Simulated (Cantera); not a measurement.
Standard-state values (1 bar) from the NASA 1993 polynomials, evaluated with Cantera. Values are per mole of reaction as written; species without (g) are pure solids or liquids, kept so even where they would boil at 1 bar.

3 V₂O₅ ⇌ 3 V₂O₄ + O₃(g)

| T (K) | ΔH° (kJ) | ΔS° (J/K) | ΔG° (kJ) | log10 K | condensed phases |
|---|---|---|---|---|---|
| 1773 | 332.2 | 15.2 | 305.2 | -8.99 | V₂O₅(l), V₂O₄(s) |
| 1923 | ? | ? | ? | ? | V₂O₅(l), V₂O₄(l) |
| 2073 | ? | ? | ? | ? | V₂O₅(l), V₂O₄(l) |
| 2223 | ? | ? | ? | ? | V₂O₅(l), V₂O₄(l) |
| 2373 | 746.4 | 237.7 | 182.3 | -4.01 | V₂O₅(l), V₂O₄(l) |
| 2523 | ? | ? | ? | ? | V₂O₅(l), V₂O₄(l) |

Fill in the missing entries.


- 1923, ΔH° (kJ): 683.4
- 1923, ΔS° (J/K): 208.3
- 1923, ΔG° (kJ): 282.8
- 1923, log10 K: -7.68
- 2073, ΔH° (kJ): 703.8
- 2073, ΔS° (J/K): 218.5
- 2073, ΔG° (kJ): 250.8
- 2073, log10 K: -6.32
- 2223, ΔH° (kJ): 724.8
- 2223, ΔS° (J/K): 228.3
- 2223, ΔG° (kJ): 217.3
- 2223, log10 K: -5.11
- 2523, ΔH° (kJ): 768.4
- 2523, ΔS° (J/K): 246.7
- 2523, ΔG° (kJ): 146.0
- 2523, log10 K: -3.02
